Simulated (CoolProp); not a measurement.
Saturation properties of R236EA.

Computed with CoolProp (reference Helmholtz-energy equation of state, Rui 2013).

| T (K) | p (MPa) | liquid density (kg/m³) | vapour density (kg/m³) | liquid cp (kJ/(kg K)) | surface tension (mN/m) | liquid viscosity (µPa s) |
|---|---|---|---|---|---|---|
| 270 | 0.06822 | 1512 | 4.779 | 1.225 | 15.8 | 582 |
| 283 | 0.1174 | 1473 | 7.977 | 1.238 | 14.0 | 475 |
| 296 | 0.1909 | 1433 | 12.67 | 1.255 | 12.3 | 394 |
| 309.1 | 0.2969 | 1391 | 19.37 | 1.278 | 10.6 | 330 |
| 322.1 | 0.4418 | 1346 | 28.60 | 1.306 | 8.91 | 279 |
| 335.1 | 0.6351 | 1298 | 41.18 | 1.342 | 7.32 | 236 |
| 348.1 | 0.8865 | 1245 | 58.23 | 1.389 | 5.79 | 199 |
| 361.1 | 1.207 | 1187 | 81.43 | 1.455 | 4.34 | 167 |

It boils at 279.3 K under 1 atm.

Viscosity comes from a separate model (Huber 2003), an estimate that may be off by 10 % or more. Surface tension comes from a separate correlation (Mulero 2012).
